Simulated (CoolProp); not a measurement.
A Linde-Hampson liquefier for nitrogen: isothermal reversible compression at 230 K from 1 atm to 25 MPa, throttling to 1 atm, return gas leaving the recuperator 5 K below the feed. Each further row changes one setting.

Values from CoolProp's reference Helmholtz-energy equation of state, Span 2000.

| case | liquid yield per pass | compression work (kJ/kg of gas) |
|---|---|---|
| as stated | 0.165 | 366 |
| high pressure 50 MPa | 0.171 | 423 |
| warm-end temperature 260 K | 0.115 | 421 |
| warm-end gap 10 K | 0.153 | 366 |
